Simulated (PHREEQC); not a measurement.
Make-up at 25 °C: 0.023 mol CuCl2 per kg of water. Closed to the air; pH follows from the charge balance.

Computed with PHREEQC (ion-association model, wateq4f.dat).

This is a speciation only: nothing precipitates in the calculation.

### Question
Predict the pH.

### Answer
pH 4.57.

### Question
In which forms is Cl present?

### Answer
Cl- 97 %, CuCl+ 2.5 % of the Cl.

The solution is supersaturated, for example in Atacamite, so a real one may precipitate; this is no full list.
